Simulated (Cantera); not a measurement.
Feed: 1 mol Zr, 1.1 mol NH3, 120 mol H2, equilibrated at 2450 °C and 1580 Torr.

These are equilibrium values from Cantera (NASA tables, ideal gas, pure condensed phases), not measurements of a reactor. Candidate condensed phases: Zr, ZrN; 11 gas species. ZrN: taken at fixed stoichiometry. Rates play no part.

Base state: H2 0.958, H 0.0419, N2 0.000403 (mole fractions); condensed: ZrN(s).

Problem. What changes in the equilibrium state with this change: Zr replaced by Cr?

Solution. 
| species | before | after |
|---|---|---|
| H2 | 0.958 | 0.946 |
| H | 0.0419 | 0.0416 |
| Cr | 0 | 0.00795 |
| N2 | 0.000403 | 0.00437 |
| ZrN(s), mol | 1.000 | 0 |
Further candidate phases: Cr, CrN, Cr2N.

Problem. What changes in the equilibrium state with this change: temperature from 2450 °C to 1202 °C?

Solution. 
| species | before | after |
|---|---|---|
| H2 | 0.958 | 1.000 |
| N2 | 0.000403 | 0.000409 |
| H | 0.0419 | 8.95e-6 |
| ZrN(s), mol | 1.000 | 1.00 |
